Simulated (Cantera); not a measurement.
# Stirred combustor or abatement burner

A perfectly stirred reactor is fed with CH3OH : O2 : N2 = 1 : 1.15 : 6.81 (molar parts), equivalence ratio 1.3, at 9.87 atm; it is adiabatic with a 700 K inlet, and is followed from long to short residence time, starting on the burning branch (τ in s: 0.086, 0.037, 0.016, 0.007, 0.003, 0.0013, 0.00057, 0.00025, 0.00011, 4.7e-05).

Computed with Cantera and GRI-Mech 3.0 (53 species, 325 reactions). GRI-Mech 3.0 was tuned for natural gas; its chemistry of methanol as a main component is partial and can be far from experiment.

```csv
τ (s),T (K),x CH3OH,x O2,x H2O2,x O,x NO
0.086,2021,1.12e-6,3.95e-5,6.22e-9,9.84e-7,2.20e-5
0.037,2020,1.87e-6,6.57e-5,1.27e-8,2.04e-6,2.54e-5
0.016,2017,3.03e-6,0.000108,2.58e-8,4.41e-6,2.92e-5
0.0070,2014,4.84e-6,0.000177,5.00e-8,9.36e-6,3.38e-5
0.0030,2009,7.91e-6,0.000300,9.29e-8,1.97e-5,3.95e-5
0.0013,2001,1.31e-5,0.000511,1.60e-7,3.96e-5,4.62e-5
0.00057,1991,2.19e-5,0.000874,2.59e-7,7.54e-5,5.25e-5
0.00025,1975,3.82e-5,0.00151,4.00e-7,0.000136,5.62e-5
0.00011,1952,7.00e-5,0.00264,6.02e-7,0.000225,5.39e-5
4.7e-5,1914,0.000147,0.00497,9.44e-7,0.000337,4.20e-5
```
x: mole fraction; the columns are a selection and need not sum to one.
